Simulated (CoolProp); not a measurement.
A simple Rankine cycle with n-perfluoropentane: condensing at 318.15 K, boiler at 0.993 MPa, turbine inlet 399.6 K, turbine efficiency 0.7, pump efficiency 0.8, no recuperator. Each further row changes one setting.

Values from CoolProp's reference Helmholtz-energy equation of state, Gao 2022.

| case | thermal efficiency (%) | net work (kJ/kg) | heat in (kJ/kg) | turbine exit temperature (K) | volume ratio over the turbine |
|---|---|---|---|---|---|
| as stated | 7.5 | (withheld) | 150 | 377.3 | 6.84 |
| turbine inlet 419.6 K | 7.2 | 12.2 | 171 | (withheld) | 6.48 |
| condensing temperature 310.15 K | 8.3 | 13.1 | 159 | 374.7 | (withheld) |
| boiler pressure 0.695 MPa | 6.2 | 9.49 | (withheld) | 383.6 | 4.37 |
| turbine efficiency 0.6 | 6.4 | 9.55 | 150 | 379.1 | 6.88 |

Problem. Fill in the missing entries.

Solution. 
- as stated, net work (kJ/kg): 11.2
- turbine inlet 419.6 K, turbine exit temperature (K): 398.5
- condensing temperature 310.15 K, volume ratio over the turbine: 8.97
- boiler pressure 0.695 MPa, heat in (kJ/kg): 154
